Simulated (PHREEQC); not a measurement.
Make-up at 47 °C: 0.0043 mol ZnSO4, 0.16 mol H3BO3 and 0.0033 mol FeSO4 per kg of water. Closed to the air; pH follows from the charge balance.

Equilibrium calculation in PHREEQC: ion-association model, wateq4f.dat.

Precipitation was switched off in this run.

### Question
Predict the pH.

### Answer
pH 5.00.

### Question
In which forms is Fe present?

### Answer
Fe+2 70 %, FeSO4 30 % of the Fe.

At this temperature some constants are extrapolated from 25 °C, and those without enthalpy data are left unchanged.
